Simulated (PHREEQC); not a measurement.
Dissolve 19 mmol/kgw HF and 5.8 mmol/kgw KF at 25 °C. Closed to the air; pH follows from the charge balance.

Equilibrium calculation in PHREEQC: ion-association model, phreeqc.dat.

pH: 2.77
ionic strength: 0.00765 mol/kgw
total alkalinity: -19.0 meq/kg

| species | molality | activity | log γ |
|---|---|---|---|
| HF | 0.0167 | 0.0167 | 0.001 |
| F- | 0.00719 | 0.00655 | -0.041 |
| K+ | 0.00580 | 0.00528 | -0.040 |
| H+ | 0.00185 | 0.00170 | -0.035 |
| HF2- | 0.000460 | 0.000420 | -0.040 |

This is a speciation only: nothing precipitates in the calculation.
